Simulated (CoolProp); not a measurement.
Vapour-liquid equilibrium of CHF3 (R23) (1) + R134a (2) at 244.8 K; x and y are mole fractions of (1).

Values from CoolProp's multi-fluid Helmholtz-energy mixture model, Penoncello 2003 and Tillner-Roth 1994; pair parameters Bell 2016.

```tsv
x	bubble pressure, mixture model (MPa)	bubble pressure, Raoult's law (MPa)	y, mixture model	y, Raoult's law
0.05	0.1331	0.1399	0.337	0.381
0.125	0.1964	0.2129	0.575	0.625
0.2	0.2605	0.2860	0.699	0.745
0.275	0.3260	0.3590	0.776	0.816
0.35	0.3930	0.4320	0.829	0.863
0.425	0.4619	0.5051	0.868	0.896
0.5	0.5328	0.5781	0.897	0.921
0.575	0.6058	0.6511	0.921	0.940
0.65	0.6811	0.7242	0.940	0.956
0.725	0.7586	0.7972	0.956	0.969
0.8	0.8385	0.8703	0.970	0.979
0.875	0.9209	0.9433	0.982	0.988
0.95	1.006	1.016	0.993	0.996
```

The largest gap from Raoult's law is -9.2 % in bubble pressure, at x = 0.275. No azeotrope shows between x = 0.05 and 0.95.

Pair parameters are fitted to limited data, so mixtures are less certain than the pure fluids.
